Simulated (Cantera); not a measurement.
A closed system holds: 1 mol B, 0.11 mol O2, 10 mol H2, at 0.220 bar.

These are equilibrium values from Cantera (NASA tables, ideal gas, pure condensed phases), not measurements of a reactor. Candidate condensed phases: B, B2O3, B3O3H3, H2O; 23 gas species. Mutual solubility and eutectic melting of coexisting phases are not modelled. The tables' values for BH2 are old estimates; treat these amounts as uncertain. Gases not in the tables: B2H6 and higher boranes. The numbers say what is thermodynamically allowed, not how fast it happens.

x: gas mole fraction; n: condensed amount in mol.

```json
[
 {"T (°C)": "527", "x H2": "0.998", "x H": "6.17e-12", "x HBO": "3.40e-9", "x BO": "<1e-12", "x B3O3H3": "0.00197", "x BH2": "1.08e-11", "n B(s)": "0.834", "n B2O3(l)": "[?]"},
 {"T (°C)": "677", "x H2": "0.997", "x H": "1.18e-9", "x HBO": "5.15e-7", "x BO": "<1e-12", "x B3O3H3": "0.00267", "x BH2": "1.15e-9", "n B(s)": "0.827", "n B2O3(l)": "[?]"},
 {"T (°C)": "827", "x H2": "0.997", "x H": "5.50e-8", "x HBO": "1.90e-5", "x BO": "5.73e-11", "x B3O3H3": "0.00307", "x BH2": "3.38e-8", "n B(s)": "0.823", "n B2O3(l)": "0.0426"},
 {"T (°C)": "977", "x H2": "0.996", "x H": "1.03e-6", "x HBO": "0.000287", "x BO": "1.18e-8", "x B3O3H3": "0.00323", "x BH2": "4.38e-7", "n B(s)": "0.820", "n B2O3(l)": "0.0400"},
 {"T (°C)": "1127", "x H2": "0.994", "x H": "1.03e-5", "x HBO": "0.00237", "x BO": "7.50e-7", "x B3O3H3": "0.00324", "x BH2": "3.24e-6", "n B(s)": "0.813", "n B2O3(l)": "[?]"},
 {"T (°C)": "1277", "x H2": "0.984", "x H": "6.66e-5", "x HBO": "0.0117", "x BO": "1.92e-5", "x B3O3H3": "0.00239", "x BH2": "1.61e-5", "n B(s)": "0.785", "n B2O3(l)": "0"},
 {"T (°C)": "1427", "x H2": "0.980", "x H": "0.000311", "x HBO": "0.0175", "x BO": "0.000111", "x B3O3H3": "0.000125", "x BH2": "5.99e-5", "n B(s)": "0.783", "n B2O3(l)": "0"},
 {"T (°C)": "1577", "x H2": "0.978", "x H": "0.00114", "x HBO": "0.0186", "x BO": "0.000364", "x B3O3H3": "4.61e-6", "x BH2": "0.000180", "n B(s)": "0.780", "n B2O3(l)": "0"},
 {"T (°C)": "1727", "x H2": "0.975", "x H": "0.00342", "x HBO": "0.0186", "x BO": "0.000950", "x B3O3H3": "2.48e-7", "x BH2": "0.000457", "n B(s)": "0.776", "n B2O3(l)": "0"},
 {"T (°C)": "1877", "x H2": "0.969", "x H": "0.00885", "x HBO": "0.0180", "x BO": "0.00208", "x B3O3H3": "1.79e-8", "x BH2": "0.00101", "n B(s)": "0.769", "n B2O3(l)": "0"},
 {"T (°C)": "2027", "x H2": "0.957", "x H": "0.0202", "x HBO": "0.0164", "x BO": "0.00389", "x B3O3H3": "1.56e-9", "x BH2": "0.00199", "n B(s)": "0.758", "n B2O3(l)": "0"}
]
```

Task: What belongs in the gaps?

Result: 
- 527, n B2O3(l): 0.0537
- 677, n B2O3(l): 0.0466
- 1127, n B2O3(l): 0.0322
